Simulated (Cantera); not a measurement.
What does this Cantera script print?

```python
import numpy as np
import cantera as ct

gas = ct.Solution("gri30.yaml")


def delay(T, t_max=10):
    gas.TPX = T, 1800000, {'CH4': 1, 'O2': 2.33, 'N2': 8.74, 'H2O': 0.82}
    reactor = ct.IdealGasReactor(gas, clone=False)
    net = ct.ReactorNet([reactor])
    net.rtol, net.atol = 1e-8, 1e-16
    while net.time < t_max:
        t_old, T_old = net.time, reactor.T
        net.step()
        if reactor.T > T + 400:  # ignition: a rise of 400 K
            return t_old + (T + 400 - T_old) / (reactor.T - T_old) * (net.time - t_old)
    return np.nan


taus = []
for T in [1023, 1123, 1223, 1323, 1423, 1523]:
    taus.append(delay(T))
    print(f"T0 = {T:6g} K   tau = {taus[-1]:.4e} s")
```

Output:

```
T0 =   1023 K   tau = 2.8662e-02 s
T0 =   1123 K   tau = 6.0799e-03 s
T0 =   1223 K   tau = 1.7071e-03 s
T0 =   1323 K   tau = 5.7305e-04 s
T0 =   1423 K   tau = 2.1481e-04 s
T0 =   1523 K   tau = 8.6454e-05 s
```

Model: GRI-Mech 3.0 (53 species, 325 reactions), integrated in Cantera. The pressure lies above the range GRI-Mech 3.0 was tuned for (to about 10 atm).
